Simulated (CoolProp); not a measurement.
A single-stage vapour-compression cycle with the fluid: evaporating at 267.15 K (dew point), condensing at 302.15 K (bubble point), superheat 10 K, subcooling 5 K, compressor efficiency 0.6, no pressure losses. The same conditions are run with several fluids, on thermodynamics alone (safety and materials aside).

The numbers come from the reference Helmholtz-energy equation of state of each fluid (fluoroethane (R161): Wu 2012; R124: de Vries 1995; R1336mzz(Z): McLinden 2020; isobutene: Lemmon 2005; sulfur hexafluoride: Guder 2009; R404A: Lemmon 2003) in CoolProp. Blends and air are pseudo-pure fits.

```json
[
 {"fluid": "fluoroethane (R161)", "cooling COP": "4.02", "pressure ratio": "2.89", "discharge temperature (K)": "348.7", "refrigerating effect (kJ/kg)": "334", "volumetric capacity (kJ/m³)": "2680"},
 {"fluid": "R124", "cooling COP": "4.10", "pressure ratio": "3.34", "discharge temperature (K)": "327.3", "refrigerating effect (kJ/kg)": "137", "volumetric capacity (kJ/m³)": "1100"},
 {"fluid": "R1336mzz(Z)", "cooling COP": "4.17", "pressure ratio": "4.68", "discharge temperature (K)": "322.8", "refrigerating effect (kJ/kg)": "154", "volumetric capacity (kJ/m³)": "204"},
 {"fluid": "isobutene", "cooling COP": "4.16", "pressure ratio": "3.26", "discharge temperature (K)": "331.1", "refrigerating effect (kJ/kg)": "337", "volumetric capacity (kJ/m³)": "899"},
 {"fluid": "sulfur hexafluoride", "cooling COP": "3.35", "pressure ratio": "2.46", "discharge temperature (K)": "319.6", "refrigerating effect (kJ/kg)": "63.1", "volumetric capacity (kJ/m³)": "5120"},
 {"fluid": "R404A", "cooling COP": "3.77", "pressure ratio": "2.82", "discharge temperature (K)": "328.8", "refrigerating effect (kJ/kg)": "138", "volumetric capacity (kJ/m³)": "3250"}
]
```
